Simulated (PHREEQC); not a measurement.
**Copper plating or etch bath (model solution)**

Solution (25 °C): 0.0082 mol Cu(NO3)2, 3.6e-05 mol H2SO4 and 0.0074 mol NaCl per kg of water. Closed to the air; pH follows from the charge balance.

Model: ion-association model, phreeqc.dat, run in PHREEQC.

Each row changes one thing in this solution. No solid was allowed to form.

```tsv
case	pH	SO4-2 (mol/kgw)	NaSO4- (mol/kgw)	HSO4- (mol/kgw)	SI of Halite (NaCl)
as made	4.19	2.43e-5	4.67e-7	9.32e-8	-5.98
0.00017 mol/kgw HNO3 added	3.68	[?]	4.64e-7	3.05e-7	-5.98
temperature from 25 to 50 °C	4.16	2.35e-5	5.10e-7	1.71e-7	-6.02
0.00033 mol/kgw Na2SO4 added	[?]	[?]	5.18e-6	9.37e-7	-5.95
diluted 10-fold with water	5.07	3.25e-6	[?]	[?]	-7.89
Cu(NO3)2 left out	4.18	3.49e-5	9.05e-7	1.72e-7	-5.91
```

Question: Fill in the missing entries.

Answer: 
- 0.00017 mol/kgw HNO3 added, SO4-2 (mol/kgw): 2.42e-5
- 0.00033 mol/kgw Na2SO4 added, pH: 4.20
- 0.00033 mol/kgw Na2SO4 added, SO4-2 (mol/kgw): 0.000248
- diluted 10-fold with water, NaSO4- (mol/kgw): 9.45e-9
- diluted 10-fold with water, HSO4- (mol/kgw): 2.25e-9

At this temperature some constants are extrapolated from 25 °C, and those without enthalpy data are left unchanged.
